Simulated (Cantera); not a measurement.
# Equilibrium for metals in furnace atmospheres: Fe + NH₃ + N₂

Input: 1 mol Fe, 0.22 mol NH₃, 260 mol N₂, held at 13.3 mbar.

Equilibrium computed with Cantera from the NASA thermochemical tables; the gas is ideal and each condensed phase is pure. Candidate condensed phases: Fe; 10 gas species. Equilibrium is a limit: real reactors are often held back by kinetics, nucleation or transport.

From 500 °C to 900 °C the condensed part is Fe(α). From 1000 °C to 1100 °C the condensed part is Fe(γ).

```
T (°C)  log p N₂  log p H₂  log p H  log p Fe  log p NH₃  n Fe(α)  n Fe(γ)
------  --------  --------  -------  --------  ---------  -------  -------
500        -1.88     -4.77     <-13      <-13     -10.50     1.00        0
600        -1.88     -4.77   -12.72      <-13     -10.92     1.00        0
700        -1.88     -4.77   -11.35      <-13     -11.25     1.00        0
800        -1.88     -4.77   -10.24    -12.38     -11.53     1.00        0
900        -1.88     -4.77    -9.31    -10.71     -11.76     1.00        0
1000       -1.88     -4.77    -8.53     -9.30     -11.95        0    1.000
1100       -1.88     -4.77    -7.86     -8.11     -12.12        0    1.000
```
log p: log10 of the partial pressure in bar; n: condensed amount in mol.
